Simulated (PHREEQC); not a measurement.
0.73 g of hydrous ferric oxide (600 m²/g; 0.2 weak and 0.005 strong sites per Fe, Dzombak-Morel constants, diffuse double layer) in 1 kg of water with 0.01 mol/kgw of an inert sodium salt and 2.4e-05 mol/kgw NiCl2, at 25 °C; the pH is set by adding NaOH or the inert anion's acid. Oxygen is held at 0.21 atm. No CO2 enters from the air. Nothing may precipitate in this run.

The series has 17 steps of pH, from 3 to 9.

Model: ion-association model, wateq4f.dat, run in PHREEQC.

Problem. Near which pH is half of the Ni sorbed, and on which side is more sorbed?

Solution. Near pH 6.2, with more sorbed at higher pH.

Species that the database lacks are ignored. The oxide is taken as insoluble; below pH 4 it would dissolve.
